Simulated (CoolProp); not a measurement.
Vapour-liquid equilibrium of CH2F2 (R32) (1) + n-butane (2) at 10.3 bar; x and y are mole fractions of (1).

Computed with CoolProp (multi-fluid Helmholtz-energy mixture model, Tillner-Roth 1997 and Bücker 2006; pair parameters Bell 2016).

```
x     bubble temperature (K)  y at the bubble point  dew temperature at overall composition x (K)  liquid density (mol/L)
----  ----------------------  ---------------------  --------------------------------------------  ----------------------
0.05                   330.1                      ?                                         351.2                       ?
0.2                    294.5                  0.779                                         342.6                   10.79
0.35                   285.9                  0.840                                         333.2                   11.82
0.5                        ?                      ?                                         322.4                   12.88
0.65                   282.8                  0.866                                         309.3                   14.21
0.8                    281.6                  0.887                                         291.7                       ?
0.95                   280.6                  0.953                                         280.6                   18.69
```

Question: Some entries are withheld; supply them.

Answer: 
- 0.05, y at the bubble point: 0.394
- 0.05, liquid density (mol/L): 9.328
- 0.5, bubble temperature (K): 283.8
- 0.5, y at the bubble point: 0.856
- 0.8, liquid density (mol/L): 16.06

No azeotrope shows between x = 0.05 and 0.95.

The pair parameters rest on a limited set of measurements; away from them the model extrapolates. With so large a gap from Raoult's law the liquid may split in two, which this calculation doesn't test in full.
